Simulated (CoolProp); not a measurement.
A single-stage vapour-compression cycle with the fluid: evaporating at 281.15 K (dew point), condensing at 303.15 K (bubble point), superheat 2 K, subcooling 5 K, compressor efficiency 0.8, no pressure losses. The same conditions are run with several fluids, on thermodynamics alone (safety and materials aside).

Computed with CoolProp (reference Helmholtz-energy equation of state of each fluid (carbonyl sulfide: Lemmon 2006; R123: Younglove 1994; R245ca: Zhou 2016; R134a: Tillner-Roth 1994; n-perfluorobutane: Gao 2022; R1224YDZ: Akasaka 2023)).

```
fluid              cooling COP  pressure ratio  discharge temperature (K)  refrigerating effect (kJ/kg)  volumetric capacity (kJ/m³)
-----------------  -----------  --------------  -------------------------  ----------------------------  ---------------------------
carbonyl sulfide             ?               ?                      326.6                           242                         5730
R123                      9.81            2.36                      309.7                           162                          503
R245ca                    9.76            2.45                      307.1                             ?                          554
R134a                     9.49            1.99                      311.0                           171                         3190
n-perfluorobutane         9.21               ?                      303.1                          76.7                         1230
R1224YDZ                  9.72            2.27                          ?                           155                            ?
```

Task: Complete the blanks.

Result: 
- carbonyl sulfide, cooling COP: 9.36
- carbonyl sulfide, pressure ratio: 1.77
- R245ca, refrigerating effect (kJ/kg): 192
- n-perfluorobutane, pressure ratio: 2.10
- R1224YDZ, discharge temperature (K): 306.9
- R1224YDZ, volumetric capacity (kJ/m³): 786

The compression ends wet for: n-perfluorobutane.
